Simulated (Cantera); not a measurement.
A closed system holds: 1 mol CF4, a varied amount of H2, equilibrated at 9.75 Torr.

Points: T (K) = 600, 750, 900, 1050, 1200, 1350, 1500, 1650, 1800, 1950, 2100, 2250, 2400; n(H2) (mol) = 1.2, 1.6, 2, 2.4, 2.8, 3.1, 3.5, 3.9, 4.3, 4.7, 5.1, 5.5, 5.9.

Cantera's Mixture.equilibrate('TP', solver="vcs", rtol=1e-11, max_steps=5000) on the NASA tables stopped like this:

```
ERROR: FAILURE its = 5001!

*******************************************************************************
CanteraError thrown by MultiPhase::equilibrate:
VCS solver failed. Return code: -1
*******************************************************************************
```

Q: What got this run through?

A: This is not unique; one that fits is The failure is numerical, not chemical. The same input converged with solver="gibbs", rtol=1e-10, max_steps=50000, and the result passed a check of the equilibrium conditions:
```
    600        1.2  C(gr)
    600        1.6  C(gr)
    600          2  C(gr)
    600        2.4  C(gr)
    600        2.8  C(gr)
    600        3.1  C(gr)
    600        3.5  C(gr)
    600        3.9  C(gr)
    600        4.3  C(gr)
    600        4.7  C(gr)
    600        5.1  C(gr)
    600        5.5  C(gr)
    600        5.9  C(gr)
    750        1.2  C(gr)
    750        1.6  C(gr)
    750          2  C(gr)
    750        2.4  C(gr)
    750        2.8  C(gr)
    750        3.1  C(gr)
    750        3.5  C(gr)
    750        3.9  C(gr)
    750        4.3  C(gr)
    750        4.7  C(gr)
    750        5.1  C(gr)
    750        5.5  C(gr)
    750        5.9  C(gr)
    900        1.2  C(gr)
    900        1.6  C(gr)
    900          2  C(gr)
    900        2.4  C(gr)
    900        2.8  C(gr)
    900        3.1  C(gr)
    900        3.5  C(gr)
    900        3.9  C(gr)
    900        4.3  C(gr)
    900        4.7  C(gr)
    900        5.1  C(gr)
    900        5.5  C(gr)
    900        5.9  C(gr)
   1050        1.2  C(gr)
   1050        1.6  C(gr)
   1050          2  C(gr)
   1050        2.4  C(gr)
   1050        2.8  C(gr)
   1050        3.1  C(gr)
   1050        3.5  C(gr)
   1050        3.9  C(gr)
   1050        4.3  C(gr)
   1050        4.7  C(gr)
   1050        5.1  C(gr)
   1050        5.5  C(gr)
   1050        5.9  C(gr)
   1200        1.2  C(gr)
   1200        1.6  C(gr)
   1200          2  C(gr)
   1200        2.4  C(gr)
   1200        2.8  C(gr)
   1200        3.1  C(gr)
   1200        3.5  C(gr)
   1200        3.9  C(gr)
   1200        4.3  C(gr)
   1200        4.7  C(gr)
   1200        5.1  C(gr)
   1200        5.5  C(gr)
   1200        5.9  C(gr)
   1350        1.2  C(gr)
   1350        1.6  C(gr)
   1350          2  C(gr)
   1350        2.4  C(gr)
   1350        2.8  C(gr)
   1350        3.1  C(gr)
   1350        3.5  C(gr)
   1350        3.9  C(gr)
   1350        4.3  C(gr)
   1350        4.7  C(gr)
   1350        5.1  C(gr)
   1350        5.5  C(gr)
   1350        5.9  C(gr)
   1500        1.2  C(gr)
   1500        1.6  C(gr)
   1500          2  C(gr)
   1500        2.4  C(gr)
   1500        2.8  C(gr)
   1500        3.1  C(gr)
   1500        3.5  C(gr)
   1500        3.9  C(gr)
   1500        4.3  C(gr)
   1500        4.7  C(gr)
   1500        5.1  C(gr)
   1500        5.5  C(gr)
   1500        5.9  C(gr)
   1650        1.2  C(gr)
   1650        1.6  C(gr)
   1650          2  C(gr)
   1650        2.4  C(gr)
   1650        2.8  C(gr)
   1650        3.1  C(gr)
   1650        3.5  C(gr)
   1650        3.9  C(gr)
   1650        4.3  C(gr)
   1650        4.7  C(gr)
   1650        5.1  C(gr)
   1650        5.5  C(gr)
   1650        5.9  C(gr)
   1800        1.2  C(gr)
   1800        1.6  C(gr)
   1800          2  C(gr)
   1800        2.4  C(gr)
   1800        2.8  C(gr)
   1800        3.1  C(gr)
   1800        3.5  C(gr)
   1800        3.9  C(gr)
   1800        4.3  C(gr)
   1800        4.7  C(gr)
   1800        5.1  C(gr)
   1800        5.5  C(gr)
   1800        5.9  C(gr)
   1950        1.2  C(gr)
   1950        1.6  C(gr)
   1950          2  C(gr)
   1950        2.4  C(gr)
   1950        2.8  C(gr)
   1950        3.1  C(gr)
   1950        3.5  C(gr)
   1950        3.9  C(gr)
   1950        4.3  C(gr)
   1950        4.7  C(gr)
   1950        5.1  C(gr)
   1950        5.5  C(gr)
   1950        5.9  C(gr)
   2100        1.2  C(gr)
   2100        1.6  C(gr)
   2100          2  C(gr)
   2100        2.4  C(gr)
   2100        2.8  C(gr)
   2100        3.1  C(gr)
   2100        3.5  C(gr)
   2100        3.9  C(gr)
   2100        4.3  C(gr)
   2100        4.7  C(gr)
   2100        5.1  C(gr)
   2100        5.5  C(gr)
   2100        5.9  C(gr)
   2250        1.2  C(gr)
   2250        1.6  C(gr)
   2250          2  C(gr)
   2250        2.4  C(gr)
   2250        2.8  C(gr)
   2250        3.1  C(gr)
   2250        3.5  C(gr)
   2250        3.9  C(gr)
   2250        4.3  C(gr)
   2250        4.7  C(gr)
   2250        5.1  C(gr)
   2250        5.5  C(gr)
   2250        5.9  C(gr)
   2400        1.2  C(gr)
   2400        1.6  C(gr)
   2400          2  C(gr)
   2400        2.4  C(gr)
   2400        2.8  C(gr)
   2400        3.1  C(gr)
   2400        3.5  C(gr)
   2400        3.9  C(gr)
   2400        4.3  C(gr)
   2400        4.7  C(gr)
   2400        5.1  C(gr)
   2400        5.5  C(gr)
   2400        5.9  C(gr)
```

The gas is ideal and each condensed phase is pure.
